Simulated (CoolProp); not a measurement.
R227EA at 387.32 K and 0.196 MPa is throttled through a valve to 0.0745 MPa with no heat exchange. Each further row changes one setting.

Model: reference Helmholtz-energy equation of state, Lemmon 2016, in CoolProp.

```tsv
case	temperature change (K)	final density (kg/m³)
as stated	…	3.97
outlet pressure 0.0223 MPa	…	1.18
outlet pressure 0.0969 MPa	…	…
```

Problem. Fill in the missing entries.

Solution. 
- as stated, temperature change (K): -0.9
- outlet pressure 0.0223 MPa, temperature change (K): -1.3
- outlet pressure 0.0969 MPa, temperature change (K): -0.8
- outlet pressure 0.0969 MPa, final density (kg/m³): 5.18
